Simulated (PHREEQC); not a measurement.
Consider water at 90 °C with 0.023 mol HF, 0.0027 mol KF, 0.014 mol (NH4)2SiF6 and 0.016 mol HCl per kg of water. Closed to the air; pH follows from the charge balance.

All values are PHREEQC results (ion-association model, wateq4f.dat), not measurements.

Precipitation was switched off in this run.

Order these F species by the share of F that they hold, largest first: F-, HF, HF2-, H2F2, SiF6-2.

SiF6-2 (70 %), HF (29 %), F- (0.69 %), H2F2 (0.35 %), HF2- (0.18 %)

The pH is 2.01 and the ionic strength 0.0553 mol/kgw. Saturation is exceeded, for instance for Quartz (slow to form); the values hold only as long as no solid forms. Constants without temperature data keep their 25 °C values here. SiF6-2 is the database's only silicon fluoride.
